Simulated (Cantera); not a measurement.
# Premixed flame

A freely propagating, adiabatic, planar premixed flame of CH₄ : O₂ : N₂ = 1 : 2.38 : 8.95 (molar parts), equivalence ratio 0.84, unburnt at 500 K and 500000 Pa; mixture-averaged transport, grid criteria slope 0.08 and curve 0.16, no radiation.

Cantera simulation using GRI-Mech 3.0 (53 species, 325 reactions); the numbers are that mechanism's predictions, not measurements. Burning velocities carry a grid error of a few per cent, more on coarse grids.

```
z (mm)   T (K)  u (m/s)     x CH₄    x O₂     x HO₂     x NO      x H₂    x CH₂O
-------  -----  -------  --------  ------  --------  -------  --------  --------
-0.385     501    0.408    0.0810   0.193   9.74e-8    <1e-8  0.000590   3.36e-7
-0.257     506    0.412    0.0806   0.192   9.18e-7    <1e-8   0.00144   4.24e-6
-0.193     523    0.427    0.0793   0.191   4.24e-6  2.31e-8   0.00239   2.43e-5
-0.128     620    0.509    0.0733   0.183   2.76e-5  1.92e-7   0.00407  0.000192
-0.0642   1040    0.860    0.0484   0.146  0.000148  2.31e-6   0.00645   0.00109
-0.0321   1429     1.19    0.0250   0.107  0.000215  5.68e-6   0.00758   0.00123
0         1805     1.50   0.00444  0.0653  0.000124  1.05e-5   0.00705  0.000461
0.0321    1964     1.63  0.000143  0.0451   3.05e-5  1.59e-5   0.00451   3.17e-5
0.0642    2033     1.68   2.85e-6  0.0391   1.81e-5  1.98e-5   0.00339   7.89e-7
0.128     2107     1.73     <1e-8  0.0351   1.01e-5  2.50e-5   0.00236     <1e-8
0.257     2164     1.77     <1e-8  0.0327   5.16e-6  3.15e-5   0.00129     <1e-8
0.514     2193     1.79     <1e-8  0.0316   3.17e-6  3.91e-5  0.000663     <1e-8
1.03      2201     1.80     <1e-8  0.0313   2.75e-6  5.00e-5  0.000495     <1e-8
```
x: mole fraction of selected species; z is measured from the peak of heat release.

```
Quantity                     Result
------------------------  ---------
laminar burning velocity  40.7 cm/s
thermal thickness          0.128 mm
peak x(HO₂)                0.000217
peak x(H₂)                  0.00776
peak x(CH₂O)                0.00130
grid points                     136
```
